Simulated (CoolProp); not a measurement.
n-butane along the isotherm 484.6 K: fugacity coefficient from the reference equation and from simpler models built on Tc = 425.1 K, pc = 3.796 MPa, ω = 0.201; each cubic takes its own stable root.

The numbers come from the reference Helmholtz-energy equation of state, Bücker 2006 in CoolProp.

| p (MPa) | phase | reference | van der Waals | Redlich-Kwong | Soave-Redlich-Kwong | Peng-Robinson |
|---|---|---|---|---|---|---|
| 1.33 | gas | 0.9263 | 0.9253 | 0.9204 | 0.9250 | (withheld) |
| 2.67 | gas | 0.8537 | 0.8511 | 0.8435 | 0.8528 | 0.8340 |
| 4 | supercritical | 0.7834 | 0.7774 | 0.7701 | 0.7843 | 0.7594 |
| 5.33 | supercritical | 0.7152 | 0.7027 | 0.6997 | 0.7193 | (withheld) |
| 6.67 | supercritical | 0.6503 | 0.6304 | (withheld) | 0.6588 | 0.6277 |
| 8 | supercritical | 0.5935 | 0.5740 | 0.5784 | 0.6068 | 0.5746 |
| 9.33 | supercritical | 0.5469 | 0.5324 | 0.5347 | 0.5646 | 0.5316 |
| 10.7 | supercritical | (withheld) | 0.5006 | 0.4997 | 0.5302 | (withheld) |
| 12 | supercritical | 0.4806 | 0.4779 | 0.4736 | 0.5042 | 0.4697 |

Complete the blanks.


- 1.33, Peng-Robinson: 0.9145
- 5.33, Peng-Robinson: 0.6904
- 6.67, Redlich-Kwong: 0.6338
- 10.7, reference: 0.5091
- 10.7, Peng-Robinson: 0.4964
